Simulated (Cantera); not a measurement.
What does this Cantera script print?

```python
import numpy as np
import cantera as ct

gas_names = """
    CL CLO CL2 N NO NO2 NO3 N2 N2O O O2 O3 Si SiCL SiCL2 SiCL3 SiCL4 SiN SiO SiO2 Si2 Si2N Si3
""".split()
cond_names = """
    Si(cr) Si(L) SiO2(Lqz) SiO2(hqz) SiO2(L) Si2N2O(s) Si3N4(a)
""".split()


def load(file, names, dense=False):
    # The tables refer to 1 bar. Condensed volumes are neglected.
    table = {s.name: s for s in ct.Species.list_from_file(file)}
    out = []
    for n in names:
        d = dict(table[n].input_data)
        d["thermo"] = dict(d["thermo"], **{"reference-pressure": 1e5})
        if dense:
            d["equation-of-state"] = {"model": "constant-volume", "density": "1e6 g/cm^3"}
        out.append(ct.Species.from_dict(d))
    return out


gas = ct.Solution(thermo="ideal-gas", species=load("nasa_gas.yaml", gas_names))
cond = {s.name: ct.Solution(thermo="fixed-stoichiometry", species=[s], name=s.name)
        for s in load("nasa_condensed.yaml", cond_names, dense=True)}
atoms = {
    'SiCl4': {'Si': 1, 'CL': 4},
    'NO': {'N': 1, 'O': 1},
    'N2': {'N': 2},
}
top_T = {'Si2N2O(s)': 2100, 'Si3N4(a)': 2400}  # K; cautious upper limits of use, not melting points


def equilibrate(T, P, feed):
    n = {}
    for name, mol in feed.items():
        for a, k in atoms[name].items():
            n[a] = n.get(a, 0.0) + k * mol
    gas.TPX = T, P, n
    mass = sum(n.values()) * gas.mean_molecular_weight
    gas.equilibrate("TP")
    valid = [c for c in cond.values() if c.min_temp <= T <= top_T.get(c.name, c.max_temp)]
    mix = ct.Mixture([(gas, mass / gas.mean_molecular_weight)] + [(c, 0.0) for c in valid])
    mix.T, mix.P = T, P
    mix.equilibrate("TP", solver="vcs", rtol=1e-11, max_steps=5000)
    return mix


results = []
T = 1673  # K
P = 100000  # Pa
for m in [0.21, 0.29, 0.41, 0.58, 0.81, 1.1, 1.6, 2.3, 3.2, 4.5, 6.3]:
    feed = {'SiCl4': 1, 'NO': m, 'N2': 39}  # mol
    mix = equilibrate(T, P, feed)
    results.append((T, P, feed, dict(zip(mix.species_names, mix.species_moles))))
    x = sorted(zip(gas.X, gas.species_names), reverse=True)
    print(f"T = {T:g} K  P = {P:g} Pa  n(NO) = {m:g} mol  gas = {mix.phase_moles(0):.4g} mol")
    print("   x: " + "  ".join(f"{s} {v:.3e}" for v, s in x if v > 0.0001))
    print("   condensed (mol): " + ("  ".join(f"{mix.phase(i).name} {mix.phase_moles(i):.4g}"
          for i in range(1, mix.n_phases) if mix.phase_moles(i) > 1e-12) or "none"))
```

Output:

```
T = 1673 K  P = 100000 Pa  n(NO) = 0.21 mol  gas = 40.35 mol
   x: N2 9.690e-01  SiCL4 2.203e-02  CL 7.006e-03  CL2 1.775e-03  SiCL3 1.454e-04
   condensed (mol): SiO2(hqz) 0.105
T = 1673 K  P = 100000 Pa  n(NO) = 0.29 mol  gas = 40.47 mol
   x: N2 9.672e-01  SiCL4 2.102e-02  CL 8.818e-03  CL2 2.813e-03  SiCL3 1.102e-04
   condensed (mol): SiO2(hqz) 0.145
T = 1673 K  P = 100000 Pa  n(NO) = 0.41 mol  gas = 40.64 mol
   x: N2 9.647e-01  SiCL4 1.948e-02  CL 1.119e-02  CL2 4.532e-03
   condensed (mol): SiO2(hqz) 0.205
T = 1673 K  P = 100000 Pa  n(NO) = 0.58 mol  gas = 40.87 mol
   x: N2 9.614e-01  SiCL4 1.732e-02  CL 1.409e-02  CL2 7.177e-03
   condensed (mol): SiO2(hqz) 0.29
T = 1673 K  P = 100000 Pa  n(NO) = 0.81 mol  gas = 41.17 mol
   x: N2 9.571e-01  CL 1.742e-02  SiCL4 1.441e-02  CL2 1.098e-02
   condensed (mol): SiO2(hqz) 0.405
T = 1673 K  P = 100000 Pa  n(NO) = 1.1 mol  gas = 41.54 mol
   x: N2 9.522e-01  CL 2.102e-02  CL2 1.598e-02  SiCL4 1.081e-02
   condensed (mol): SiO2(hqz) 0.5499
T = 1673 K  P = 100000 Pa  n(NO) = 1.6 mol  gas = 42.15 mol
   x: N2 9.442e-01  CL 2.621e-02  CL2 2.485e-02  SiCL4 4.740e-03
   condensed (mol): SiO2(hqz) 0.7999
T = 1673 K  P = 100000 Pa  n(NO) = 2.3 mol  gas = 42.94 mol
   x: N2 9.349e-01  CL2 3.175e-02  CL 2.963e-02  O2 3.299e-03  NO 3.567e-04
   condensed (mol): SiO2(hqz) 0.9999
T = 1673 K  P = 100000 Pa  n(NO) = 3.2 mol  gas = 43.84 mol
   x: N2 9.257e-01  CL2 3.096e-02  CL 2.926e-02  O2 1.329e-02  NO 7.126e-04
   condensed (mol): SiO2(hqz) 1
T = 1673 K  P = 100000 Pa  n(NO) = 4.5 mol  gas = 45.15 mol
   x: N2 9.131e-01  CL2 2.988e-02  CL 2.874e-02  O2 2.713e-02  NO 1.011e-03
   condensed (mol): SiO2(hqz) 1
T = 1673 K  P = 100000 Pa  n(NO) = 6.3 mol  gas = 46.96 mol
   x: N2 8.969e-01  O2 4.507e-02  CL2 2.850e-02  CL 2.807e-02  NO 1.292e-03  CLO 1.201e-04
   condensed (mol): SiO2(hqz) 1
```

Method: chemical equilibrium by Gibbs-energy minimisation in Cantera with the NASA 1993 tables (ideal gas, pure condensed phases). The tables' values for SiCl3 are old estimates; treat these amounts as uncertain. The tables hold silica as quartz up to 1696 K and as liquid above; real silica turns to tridymite and cristobalite and melts near 1996 K.
